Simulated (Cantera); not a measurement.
Charge: 1 mol Si3N4, 0.6 mol H2O, 790 mol H2, equilibrated at 1275 °C and 0.570 Pa.

These are equilibrium values from Cantera (NASA tables, ideal gas, pure condensed phases), not measurements of a reactor. Candidate condensed phases: H2O, Si, SiO2, Si2N2O, Si3N4; 35 gas species. Equilibrium is a limit: real reactors are often held back by kinetics, nucleation or transport.

Base state: H2 0.981, H 0.0128, Si 0.00297, N2 0.00250, SiO 0.000749, SiH 1.86e-5 (mole fractions); condensed: gas only.

What changes in the equilibrium state with this change: pressure from 0.570 Pa to 5.00 mbar?


| species | before | after |
|---|---|---|
| H2 | 0.981 | 0.996 |
| N2 | 0.00250 | 0.00252 |
| SiO | 0.000749 | 0.000756 |
| H | 0.0128 | 0.000435 |
| Si | 0.00297 | 6.35e-6 |
| SiH | 1.86e-5 | 1.19e-6 |
| Si(s), mol | 0 | 2.39 |

What changes in the equilibrium state with this change: temperature from 1275 °C to 1125 °C?


| species | before | after |
|---|---|---|
| H2 | 0.981 | 0.995 |
| N2 | 0.00250 | 0.00252 |
| H | 0.0128 | 0.00198 |
| Si | 0.00297 | 0.000137 |
| SiO | 0.000749 | 0.000756 |
| SiH | 1.86e-5 | 1.65e-6 |
| Si(s), mol | 0 | 2.29 |

What changes in the equilibrium state with this change: temperature from 1275 °C to 800 °C?


```json
[
 {"species": "H2", "before": "0.981", "after": "1.000"},
 {"species": "N2", "before": "0.00250", "after": "0.000253"},
 {"species": "H", "before": "0.0128", "after": "5.87e-6"},
 {"species": "Si", "before": "0.00297", "after": "<1e-9"},
 {"species": "SiO", "before": "0.000749", "after": "4.20e-8"},
 {"species": "SiH", "before": "1.86e-5", "after": "<1e-9"},
 {"species": "Si2N2O(s), mol", "before": "0", "after": "0.600"},
 {"species": "Si3N4(s), mol", "before": "0", "after": "0.600"}
]
```
Mutual solubility and eutectic melting of coexisting phases are not modelled.
